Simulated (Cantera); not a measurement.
Premixed flame

A freely propagating, adiabatic, planar premixed flame of CH4 : O2 : N2 = 1 : 1.43 : 4 (molar parts), equivalence ratio 1.4, unburnt at 448 K and 3.00 bar; mixture-averaged transport, grid criteria slope 0.08 and curve 0.16, no radiation.

Computed with Cantera and GRI-Mech 3.0 (53 species, 325 reactions). Burning velocities carry a grid error of a few per cent, more on coarse grids.

```
z (mm)   T (K)  u (m/s)     x CH4      x O2      x NO    x HCN    x C2H6     x CO2
-------  -----  -------  --------  --------  --------  -------  --------  --------
-0.550     448    0.483     0.155     0.222     <1e-8    <1e-8   3.90e-8   2.60e-7
-0.367     452    0.489     0.154     0.220     <1e-8    <1e-8   7.44e-7   4.49e-6
-0.275     470    0.512     0.151     0.218   5.10e-8  6.97e-8   7.53e-6   4.10e-5
-0.183     595    0.658     0.140     0.207   5.97e-7  9.23e-7  0.000119  0.000564
-0.0917   1138     1.30    0.0951     0.154   7.51e-6  8.87e-6   0.00131   0.00592
-0.0458   1591     1.84    0.0542    0.0996   1.67e-5  1.99e-5   0.00169    0.0137
0         1994     2.34    0.0170    0.0432   3.10e-5  3.93e-5  0.000292    0.0250
0.0458    2194     2.59   0.00328    0.0131   5.38e-5  6.18e-5   1.05e-5    0.0351
0.0917    2260     2.67  0.000691   0.00361   8.00e-5  6.64e-5   5.01e-7    0.0417
0.183     2291     2.70   6.51e-5  0.000411  0.000118  4.81e-5     <1e-8    0.0474
0.367     2306     2.71   2.80e-6   9.06e-5  0.000149  2.17e-5     <1e-8    0.0493
0.734     2318     2.72   5.59e-8   4.94e-5  0.000166  6.35e-6     <1e-8    0.0494
1.47      2326     2.73     <1e-8   2.85e-5  0.000171  1.46e-6     <1e-8    0.0493
```
x: mole fraction of selected species; z is measured from the peak of heat release.

The laminar burning velocity comes out as 48.1 cm/s. The thermal thickness is 0.183 mm. The peak x(HCN) is 6.70e-5 and the peak x(C2H6) is 0.00181. The grid points comes out as 142.
